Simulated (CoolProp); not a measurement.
A closed Brayton cycle with dry air: compressor inlet 316.15 K and 4 MPa, high pressure 12 MPa, turbine inlet 860 K, compressor efficiency 0.85, turbine efficiency 0.85, recuperator effectiveness 0.9 (on enthalpy, no pinch check). Each further row changes one setting.

Model: reference Helmholtz-energy equation of state, Lemmon 2000, in CoolProp. It is a pseudo-pure fit of the blend.

```
case                           thermal efficiency (%)  net work (kJ/kg)  compressor to turbine work  compressor exit (K)  turbine exit (K)
-----------------------------  ----------------------  ----------------  --------------------------  -------------------  ----------------
as stated                                        27.9              65.1                        0.68                454.2             676.2
turbine inlet 810 K                              24.5                 …                           …                454.2             635.2
compressor inlet 326.15 K                           …              60.5                        0.71                468.3             676.2
high pressure 10.2 MPa                           29.4              62.1                        0.65                    …             700.5
recuperator effectiveness 0.5                    19.9              65.1                        0.68                454.2             676.2
```

**Question.** Complete the blanks.

**Answer.** 
- turbine inlet 810 K, net work (kJ/kg): 53.0
- turbine inlet 810 K, compressor to turbine work: 0.73
- compressor inlet 326.15 K, thermal efficiency (%): 26.1
- high pressure 10.2 MPa, compressor exit (K): 431.1
